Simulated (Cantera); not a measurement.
Input (Python, Cantera):

```python
import numpy as np
import cantera as ct

gas = ct.Solution("gri30.yaml")
gas.TPX = 1275, 100000, {'N2O': 1, 'N2': 0.82}
reactor = ct.IdealGasConstPressureReactor(gas, energy="off", clone=False)
net = ct.ReactorNet([reactor])
net.rtol, net.atol = 1e-08, 1e-18
show = ['N2O', 'N2', 'O', 'NO', 'O2', 'NO2']
times = np.geomspace(0.0003, 6, 13)

steps = ct.SolutionArray(gas, extra=["t"])
rows = []
print(f"{'t/s':>10s}{'T/K':>9s}{'P/Pa':>11s}" + "".join(f"{s:>11s}" for s in show))
for t in times:
    while net.time < t:
        t_next = net.step()
        steps.append(gas.state, t=t_next)
    rows.append([np.interp(t, steps.t, y) for y in (steps.T, steps.P, *steps(*show).X.T)])
    print(f"{t:10.3e}{rows[-1][0]:9.1f}{rows[-1][1]:11.4g}" + "".join(f"{x:11.3e}" for x in rows[-1][2:]))
rate = np.gradient(steps.T, steps.t)
print("integrator steps:", len(steps.t))
if steps.T.max() > steps.T[0] + 200:
    print(f"time of steepest temperature rise: {steps.t[rate.argmax()]:.4e} s")
gas.TPX = 1275, 100000, {'N2O': 1, 'N2': 0.82}
gas.equilibrate("TP")
print(f"equilibrium (TP): T = {gas.T:.1f} K  " + "  ".join(f"{s} {gas[s].X[0]:.3e}" for s in show))
```

Output:

```
       t/s      T/K       P/Pa        N2O         N2          O         NO         O2        NO2
 3.000e-04   1275.0      1e+05  5.490e-01  4.508e-01  5.166e-06  4.869e-05  1.533e-04  1.418e-08
 6.848e-04   1275.0      1e+05  5.484e-01  4.511e-01  5.165e-06  1.128e-04  3.553e-04  7.422e-08
 1.563e-03   1275.0      1e+05  5.470e-01  4.519e-01  5.162e-06  2.587e-04  8.152e-04  3.686e-07
 3.568e-03   1275.0      1e+05  5.439e-01  4.536e-01  5.154e-06  5.889e-04  1.859e-03  1.690e-06
 8.143e-03   1275.0      1e+05  5.370e-01  4.575e-01  5.132e-06  1.330e-03  4.211e-03  6.721e-06
 1.859e-02   1275.0      1e+05  5.216e-01  4.660e-01  5.075e-06  2.963e-03  9.427e-03  2.153e-05
 4.243e-02   1275.0      1e+05  4.886e-01  4.843e-01  4.944e-06  6.418e-03  2.059e-02  5.528e-05
 9.684e-02   1275.0      1e+05  4.236e-01  5.205e-01  4.656e-06  1.309e-02  4.272e-02  1.209e-04
 2.210e-01   1275.0      1e+05  3.137e-01  5.819e-01  4.060e-06  2.377e-02  8.037e-02  2.263e-04
 5.045e-01   1275.0      1e+05  1.741e-01  6.608e-01  2.971e-06  3.565e-02  1.291e-01  3.448e-04
 1.152e+00   1275.0      1e+05  5.986e-02  7.268e-01  1.465e-06  4.245e-02  1.704e-01  4.155e-04
 2.629e+00   1275.0      1e+05  8.968e-03  7.573e-01  3.170e-07  4.339e-02  1.899e-01  4.401e-04
 6.000e+00   1275.0      1e+05  1.952e-04  7.627e-01  5.529e-08  4.323e-02  1.934e-01  4.916e-04
integrator steps: 1039
equilibrium (TP): T = 1275.0 K  N2O 2.281e-08  N2 7.843e-01  O 5.216e-08  NO 3.406e-04  O2 2.153e-01  NO2 4.138e-06
```

Detailed kinetics in Cantera: GRI-Mech 3.0 (53 species, 325 reactions). GRI-Mech 3.0 was tuned for natural gas; its chemistry of N2O as a main component is partial and can be far from experiment. The mechanism lacks the step 2 NO + O2 → 2 NO2, which can matter for NO2 below about 1400 K. The temperature is held fixed by assumption; the heat of reaction is taken as removed at once.
